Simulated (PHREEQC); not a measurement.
A made-up water analysis in mg/L, 25 °C, pH 5.86, pe 8.6:

```tsv
constituent	mg/L
Na	0.53
K	0.14
Ca	1.42
Mg	0.552
Cl	0.0677
S(6) as SO4	2.05
Alkalinity as HCO3	5.92
Zn	0.0177
Si as SiO2	0.00113
N(5) as NO3	0.00635
Ba	0.0191
```

Valence states are taken as typed.

All values are PHREEQC results (ion-association model, phreeqc.dat), not measurements.

Precipitation was switched off in this run.

**Question.** What charge-balance error does the model give?

**Answer.** charge-balance error 0.7 %.

**Question.** In which forms is C present?

**Answer.** CO2 75 %, HCO3- 25 % of the C.

Species that the database lacks are ignored.
